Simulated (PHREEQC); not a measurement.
A solution holds 0.03 mol/kgw NiCl2, at 30 °C. Closed to the air; pH follows from the charge balance.

All values are PHREEQC results (ion-association model, wateq4f.dat), not measurements.

**Question.** The ionic strength comes out as 0.0863 mol/kgw. What activity coefficients do Cl-, NiOH+, H+, Ni+2, NiCl+ get?

**Answer.** Cl- 0.77, NiOH+ 0.79, H+ 0.83, Ni+2 0.39, NiCl+ 0.79.

This is a speciation only: nothing precipitates in the calculation. Complexes and solids missing from the database can't appear.
